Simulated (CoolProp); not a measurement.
1000 sccm (0 °C, 1 atm) of nitrogen bubbles through liquid water at 283.5 K and leaves saturated at a total pressure of 0.0272 MPa (ideal gas phase). Each further row changes one setting.

Computed with CoolProp (reference Helmholtz-energy equation of state, Wagner 2002).

| case | vapour pressure (kPa) | mole fraction of vapour | delivery (mg/min) | delivery (sccm) | change of delivery for a bath 1 K warmer (%) |
|---|---|---|---|---|---|
| as stated | 1.26 | 0.0462 | 39.0 | 48.5 | 7.2 |
| bath temperature 288.5 K | 1.74 | 0.0641 | 55.1 | 68.5 | 7.1 |
| total pressure 0.0544 MPa | 1.26 | 0.0231 | 19.0 | 23.7 | 7.1 |
